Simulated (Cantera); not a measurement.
## Thermodynamics of halide evaporation, hydrolysis and transport, feed CsF + H2O + H2

A closed system holds: 1 mol CsF, 0.069 mol H2O, 22 mol H2, equilibrated at 54000 Pa.

These are equilibrium values from Cantera (NASA tables, ideal gas, pure condensed phases), not measurements of a reactor. Candidate condensed phases: Cs, CsF, CsOH, H2O; 30 gas species. Rates play no part.

```
T (K)   x H2   x CsF     x HF      x Cs   x Cs2F2    x H2O       x H    x CsOH
-----  -----  ------  -------  --------  --------  -------  --------  --------
1250   0.956  0.0358  0.00117  0.000970   0.00326  0.00280   6.43e-7  0.000195
1325   0.954  0.0386  0.00180   0.00160   0.00150  0.00279   2.17e-6  0.000202
1400   0.952  0.0393  0.00263   0.00242  0.000687  0.00279   6.46e-6  0.000202
1475   0.951  0.0390  0.00365   0.00345  0.000323  0.00279   1.72e-5  0.000200
1550   0.949  0.0381  0.00489   0.00469  0.000158  0.00279   4.18e-5  0.000195
1625   0.948  0.0367  0.00633   0.00614   8.10e-5  0.00279   9.35e-5  0.000190
1700   0.946  0.0351  0.00798   0.00780   4.29e-5  0.00279  0.000195  0.000185
1775   0.944  0.0333  0.00981   0.00963   2.34e-5  0.00280  0.000383  0.000179
1850   0.942  0.0313   0.0118    0.0116   1.31e-5  0.00280  0.000711  0.000172
1925   0.939  0.0291   0.0139    0.0137   7.47e-6  0.00280   0.00126  0.000165
```
x: gas mole fraction; nothing condenses.

From 1250 K to 1925 K nothing is condensed. The main Cs-bearing gas is CsF throughout.
